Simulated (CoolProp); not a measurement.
Properties of n-hexane along the isobar 0.497 MPa.

Computed with CoolProp (reference Helmholtz-energy equation of state, Thol 2019).

```
T (°C)   phase  speed of sound (m/s)  Joule-Thomson coefficient (K/MPa)
------  ------  --------------------  ---------------------------------
45.35   liquid                 990.0                            -0.3529
53.55   liquid                     ?                            -0.3341
61.85   liquid                 917.2                            -0.3137
70.05   liquid                 881.2                            -0.2920
78.35   liquid                 844.9                                  ?
86.55   liquid                 809.2                            -0.2425
94.85   liquid                 772.9                                  ?
103.05  liquid                 737.1                            -0.1823
111.35  liquid                 700.6                            -0.1463
119.55  liquid                 664.3                            -0.1056
```

### Question
Some entries are withheld; supply them.

### Answer

- 53.55, speed of sound (m/s): 953.7
- 78.35, Joule-Thomson coefficient (K/MPa): -0.2682
- 94.85, Joule-Thomson coefficient (K/MPa): -0.2139
